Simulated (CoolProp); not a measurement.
Vapour-liquid equilibrium of isobutane (1) + n-butane (2) at 0.0219 MPa; x and y are mole fractions of (1).

Model: multi-fluid Helmholtz-energy mixture model, Bücker 2006 and Bücker 2006; pair parameters Kunz 2012, in CoolProp.

```
x     bubble temperature (°C)  y at the bubble point  dew temperature at overall composition x (°C)  liquid density (mol/L)
----  -----------------------  ---------------------  ---------------------------------------------  ----------------------
0.05                      ___                  0.082                                          -35.4                   10.95
0.2                     -37.5                  0.297                                            ___                   10.94
0.35                    -39.2                  0.477                                          -38.0                   10.92
0.5                     -40.8                  0.629                                          -39.4                   10.90
0.65                    -42.2                  0.760                                          -41.0                   10.88
0.8                     -43.5                    ___                                          -42.7                   10.86
0.95                    -44.8                  0.970                                          -44.5                   10.84
```

Question: Complete the blanks.

Answer: 
- 0.05, bubble temperature (°C): -35.7
- 0.2, dew temperature at overall composition x (°C): -36.7
- 0.8, y at the bubble point: 0.872

No azeotrope shows between x = 0.05 and 0.95.

Pair parameters are fitted to limited data, so mixtures are less certain than the pure fluids.
